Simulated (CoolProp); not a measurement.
Chloromethane (R40) along the isobar 8.19 MPa: Z from the reference equation and from simpler models built on Tc = 418.6 K, pc = 6.929 MPa, ω = 0.150; each cubic takes its own stable root.

Model: reference Helmholtz-energy equation of state, Thol 2014, in CoolProp.

```tsv
T (K)	phase	reference
277.2	liquid	0.1857
289.8	liquid	0.1819
302.3	liquid	0.1788
314.8	liquid	0.1763
327.4	liquid	0.1746
339.9	liquid	0.1736
352.5	liquid	0.1734
365	liquid	0.1743
377.5	liquid	0.1765
390.1	liquid	0.1807
402.6	liquid	0.1885
415.2	liquid	0.2055
427.7	supercritical	0.2769
```

How far does each simpler model (van der Waals, Redlich-Kwong, Soave-Redlich-Kwong, Peng-Robinson) lie from the reference over these 13 states: mean and median of the absolute difference, and the worst?


- van der Waals: mean 51.5 %, median 54.7 %, worst +58.1 % at 277.2 K and 8.19 MPa
- Redlich-Kwong: mean 13.3 %, median 12.4 %, worst +19.9 % at 415.2 K and 8.19 MPa
- Soave-Redlich-Kwong: mean 11.8 %, median 10.4 %, worst +19.2 % at 415.2 K and 8.19 MPa
- Peng-Robinson: mean 3.7 %, median 3.9 %, worst +8.8 % at 427.7 K and 8.19 MPa
